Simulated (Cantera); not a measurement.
An isothermal plug-flow reactor at 1148 K and 3.50 bar (inlet), inlet velocity 0.87 m/s, active area per volume 710 1/m; feed 0.244 % CH₄, 8.01 % O₂, 91.7 % N₂, equivalence ratio 0.061.

Detailed kinetics in Cantera: Deutschmann's 1995 Pt surface mechanism with GRI-Mech 3.0 gas chemistry. Catalytic surfaces can have several steady states; this one follows from the mechanism file's or the stated starting coverage. Mass transfer to the wall is taken as infinitely fast.

Q: Predict: x(CH₄) at z = 0.014 m; x(O₂) at z = 0.014 m; x(H₂O) at z = 0.014 m; x(CO₂) at z = 0.014 m; x(CO) at z = 0.014 m; θ(free Pt) at the exit; θ(O*) at the exit; θ(OH*) at the exit.

A: 
```json
{
 "x(CH₄) at z = 0.014 m": "0.000239",
 "x(O₂) at z = 0.014 m": "0.0758",
 "x(H₂O) at z = 0.014 m": "0.00432",
 "x(CO₂) at z = 0.014 m": "0.00213",
 "x(CO) at z = 0.014 m": "4.57e-7",
 "θ(free Pt) at the exit": "0.297",
 "θ(O*) at the exit": "0.701",
 "θ(OH*) at the exit": "0.00160"
}
```
